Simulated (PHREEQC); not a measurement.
MgCl2 is added in steps, without added water, to 1 kg of water holding 49 mmol/kgw KOH, 0.2 mmol/kgw H4SiO4 and 76 mmol/kgw (CH3)4NCl, at 25 °C. Oxygen alone is held at its pressure in air (log pO2 = -0.68). CO2 from the air is kept out. Only these solids could form: Brucite, SiO2(a).

Base run: PHREEQC, ion-association model, wateq4f.dat. Each further column changes one thing. The table gives pH.

| MgCl2 added (mol) | base | all activity coefficients set to 1 | Debye-Hückel limiting law | metal-ligand complexes left out |
|---|---|---|---|---|
| 0 | 12.56 | 12.69 | 12.51 | 12.56 |
| 0.01375 | 12.20 | 12.33 | 12.15 | 12.20 |
| 0.03208 | 9.70 | 9.48 | 9.87 | 9.70 |
| 0.04583 | 9.49 | 9.26 | 9.70 | 9.49 |
| 0.06417 | 9.37 | 9.12 | 9.63 | 9.37 |
| 0.07792 | 9.31 | 9.06 | 9.60 | 9.31 |
| 0.09625 | 9.25 | 9.00 | 9.59 | 9.25 |
| 0.11 | 9.22 | 8.96 | 9.59 | 9.22 |

(CH3)4N+ isn't in the database: it is added as a free cation with an ion size of 4 Å.
